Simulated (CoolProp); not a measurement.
Vapour-liquid equilibrium of diethyl ether (1) + benzene (2) at 50.85 °C; x and y are mole fractions of (1).

The numbers come from the multi-fluid Helmholtz-energy mixture model, Thol 2014 and Thol 2012; pair parameters Bell 2016 in CoolProp.

Give the bubble pressure and the first vapour's composition at x = 0.15, 0.45, 0.55. Is there an azeotrope?

x = 0.15: 0.5757 bar, y = 0.441; x = 0.45: 0.9796 bar, y = 0.782; x = 0.55: 1.116 bar, y = 0.842. No azeotrope shows between x = 0.05 and 0.95.

Pair parameters are fitted to limited data, so mixtures are less certain than the pure fluids.
